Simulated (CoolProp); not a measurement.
Model: reference Helmholtz-energy equation of state, Gao 2016, in CoolProp.

Question: For sulfur dioxide, give the phase and the Z, cp (kJ/(kg K)), cv (kJ/(kg K)), speed of sound (m/s) at 525 K and 4670 kPa.

Answer: 
- 525 K and 4670 kPa: gas; Z 0.895, cp 0.870, cv 0.641, speed of sound 272
